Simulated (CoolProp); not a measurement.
Vapour pressure (MPa) of oxygen: the reference equation beside estimates from Tc = 154.6 K, pc = 5.046 MPa, ω = 0.022. Clausius-Clapeyron is anchored at 119.4 K with a constant enthalpy of vaporisation of 5.591 kJ/mol.

Values from CoolProp's reference Helmholtz-energy equation of state, Schmidt 1985.

```json
[
 {"T (K)": "104.7", "reference": "0.3700", "Lee-Kesler": "0.3694", "Clausius-Clapeyron": "0.4477", "van der Waals": "0.8527", "Redlich-Kwong": "0.3317", "Soave-Redlich-Kwong": "0.3685", "Peng-Robinson": "0.3720"},
 {"T (K)": "107.2", "reference": "0.4457", "Lee-Kesler": "0.4454", "Clausius-Clapeyron": "0.5200", "van der Waals": "0.9637", "Redlich-Kwong": "0.4072", "Soave-Redlich-Kwong": "0.4450", "Peng-Robinson": "0.4478"},
 {"T (K)": "109.6", "reference": "0.5286", "Lee-Kesler": "0.5286", "Clausius-Clapeyron": "0.5966", "van der Waals": "1.079", "Redlich-Kwong": "0.4906", "Soave-Redlich-Kwong": "0.5289", "Peng-Robinson": "0.5309"},
 {"T (K)": "112.1", "reference": "0.6263", "Lee-Kesler": "0.6267", "Clausius-Clapeyron": "0.6841", "van der Waals": "1.208", "Redlich-Kwong": "0.5900", "Soave-Redlich-Kwong": "0.6281", "Peng-Robinson": "0.6290"},
 {"T (K)": "114.5", "reference": "0.7320", "Lee-Kesler": "0.7326", "Clausius-Clapeyron": "0.7757", "van der Waals": "1.341", "Redlich-Kwong": "0.6980", "Soave-Redlich-Kwong": "0.7354", "Peng-Robinson": "0.7351"},
 {"T (K)": "117", "reference": "0.8553", "Lee-Kesler": "0.8561", "Clausius-Clapeyron": "0.8795", "van der Waals": "1.489", "Redlich-Kwong": "0.8248", "Soave-Redlich-Kwong": "0.8607", "Peng-Robinson": "0.8589"},
 {"T (K)": "119.4", "reference": "0.9872", "Lee-Kesler": "0.9880", "Clausius-Clapeyron": "0.9872", "van der Waals": "1.640", "Redlich-Kwong": "0.9609", "Soave-Redlich-Kwong": "0.9948", "Peng-Robinson": "0.9914"},
 {"T (K)": "121.9", "reference": "1.139", "Lee-Kesler": "1.140", "Clausius-Clapeyron": "1.108", "van der Waals": "1.809", "Redlich-Kwong": "1.119", "Soave-Redlich-Kwong": "1.150", "Peng-Robinson": "1.145"},
 {"T (K)": "124.3", "reference": "1.301", "Lee-Kesler": "1.301", "Clausius-Clapeyron": "1.233", "van der Waals": "1.980", "Redlich-Kwong": "1.286", "Soave-Redlich-Kwong": "1.314", "Peng-Robinson": "1.307"},
 {"T (K)": "126.8", "reference": "1.486", "Lee-Kesler": "1.486", "Clausius-Clapeyron": "1.371", "van der Waals": "2.169", "Redlich-Kwong": "1.478", "Soave-Redlich-Kwong": "1.503", "Peng-Robinson": "1.493"},
 {"T (K)": "129.2", "reference": "1.680", "Lee-Kesler": "1.680", "Clausius-Clapeyron": "1.513", "van der Waals": "2.360", "Redlich-Kwong": "1.680", "Soave-Redlich-Kwong": "1.701", "Peng-Robinson": "1.690"},
 {"T (K)": "131.7", "reference": "1.902", "Lee-Kesler": "1.900", "Clausius-Clapeyron": "1.670", "van der Waals": "2.571", "Redlich-Kwong": "1.909", "Soave-Redlich-Kwong": "1.926", "Peng-Robinson": "1.913"}
]
```

Absolute difference from the reference over all 12 rows, mean and median: Lee-Kesler 0.1 and 0.1 %, Clausius-Clapeyron 8.9 and 8.5 %, van der Waals 75.0 and 70.1 %, Redlich-Kwong 3.9 and 3.1 %, Soave-Redlich-Kwong 0.7 and 0.7 %, Peng-Robinson 0.5 and 0.5 %.
